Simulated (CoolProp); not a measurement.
R245fa along the isobar 2.1 MPa: Z from the reference equation and from simpler models built on Tc = 427.0 K, pc = 3.651 MPa, ω = 0.378; each cubic takes its own stable root.

Computed with CoolProp (reference Helmholtz-energy equation of state, Akasaka 2015).

| T (K) | phase | reference |
|---|---|---|
| 324.6 | liquid | 0.08208 |
| 332.3 | liquid | 0.08166 |
| 340 | liquid | 0.08138 |
| 347.7 | liquid | 0.08125 |
| 355.4 | liquid | 0.08130 |
| 363.1 | liquid | 0.08155 |
| 370.8 | liquid | 0.08205 |
| 378.5 | liquid | 0.08287 |
| 386.2 | liquid | 0.08416 |
| 393.9 | liquid | 0.08615 |
| 401.5 | gas | 0.6644 |
| 409.2 | gas | 0.7038 |
| 416.9 | gas | 0.7349 |
| 424.6 | gas | 0.7604 |
| 432.3 | gas | 0.7820 |
| 440 | gas | 0.8007 |

Question: How far does each simpler model (van der Waals, Redlich-Kwong, Soave-Redlich-Kwong, Peng-Robinson) lie from the reference over these 16 states: mean and median of the absolute difference, and the worst?

Answer: 
- van der Waals: mean 170.5 %, median 68.4 %, worst +745.4 % at 393.9 K and 2.1 MPa
- Redlich-Kwong: mean 55.5 %, median 18.8 %, worst +682.1 % at 393.9 K and 2.1 MPa
- Soave-Redlich-Kwong: mean 9.0 %, median 11.3 %, worst +20.0 % at 393.9 K and 2.1 MPa
- Peng-Robinson: mean 2.1 %, median 2.1 %, worst +6.0 % at 393.9 K and 2.1 MPa

At some of these states van der Waals, Redlich-Kwong gives the other phase, because its saturation line lies elsewhere.
